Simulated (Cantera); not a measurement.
Feed: 1 mol SiO2, 1.3 mol Cl2, 3.8 mol N2, at 0.133 bar.

Cantera equilibrium calculation (NASA polynomials, part measured and part estimated; ideal gas, pure solids and liquids). Candidate condensed phases: Si, SiO2, Si2N2O, Si3N4; 23 gas species. The tables hold silica as quartz up to 1696 K and as liquid above; real silica turns to tridymite and cristobalite and melts near 1996 K. Rates play no part.

x: gas mole fraction; n: condensed amount in mol.

```csv
T (K),x N2,x Cl2,x Cl,x SiCl4,n SiO2(α-quartz),n SiO2(β-quartz)
825,0.745,0.255,2.27e-5,6.91e-8,1.00,0
925,0.745,0.255,0.000160,4.83e-7,0,1.000
1025,0.745,0.254,0.000773,2.31e-6,0,1.000
1125,0.744,0.253,(withheld),(withheld),0,1.000
1225,0.742,0.250,(withheld),(withheld),0,1.000
1325,0.737,0.242,0.0208,5.83e-5,0,1.000
1425,0.728,0.227,0.0448,0.000120,0,0.999
```

Problem. Some entries are withheld; supply them.

Solution. 
- 1225, x Cl: 0.00835
- 1225, x SiCl4: 2.41e-5
- 1125, x Cl: 0.00283
- 1125, x SiCl4: 8.31e-6
